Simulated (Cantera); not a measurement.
Adiabatic ignition

An adiabatic, constant-volume homogeneous reactor starts with CH4 : O2 : N2 : CO2 = 1 : 6.45 : 34.2 : 1.4 (molar parts), equivalence ratio 0.31, at 1500 K and 3750 Torr.

Model: GRI-Mech 3.0 (53 species, 325 reactions), integrated in Cantera.

```
t (s)     T (K)  P (bar)   x CH4    x O2   x CO2   x CH2CO      x H2
--------  -----  -------  ------  ------  ------  --------  --------
9.00e-6    1500     5.00  0.0232   0.150  0.0325    <1e-12   9.32e-8
2.56e-5    1500     5.00  0.0232   0.150  0.0325    <1e-12   4.34e-7
7.30e-5    1500     5.00  0.0232   0.150  0.0325  2.26e-10   4.11e-6
0.000208   1508     5.03  0.0219   0.149  0.0325   8.54e-7  0.000161
0.000592   2124     7.08  <1e-12   0.103  0.0555    <1e-12   3.82e-5
0.00169    2124     7.08  <1e-12   0.103  0.0555    <1e-12   3.76e-5
0.00480    2124     7.08  <1e-12   0.103  0.0555    <1e-12   3.75e-5
0.0137     2123     7.08  <1e-12   0.103  0.0555    <1e-12   3.74e-5
0.0390     2121     7.07  <1e-12   0.103  0.0555    <1e-12   3.70e-5
0.111      2117     7.06  <1e-12   0.102  0.0555    <1e-12   3.61e-5
0.316      2109     7.03  <1e-12   0.100  0.0555    <1e-12   3.46e-5
0.900      2104     7.02  <1e-12  0.0996  0.0555    <1e-12   3.37e-5
```
x: mole fraction; the columns are a selection and need not sum to one.

The time of steepest temperature rise is 0.299 ms and the temperature at 0.900 s is 2104 K. The equilibrium temperature comes out as 2104 K, the x(CH4) at 0.900 s is <1e-12 (gas-phase equilibrium <1e-12) and the x(O2) at 0.900 s is 0.0996 (gas-phase equilibrium 0.0996). The x(CO2) at 0.900 s is 0.0555 (gas-phase equilibrium 0.0555).
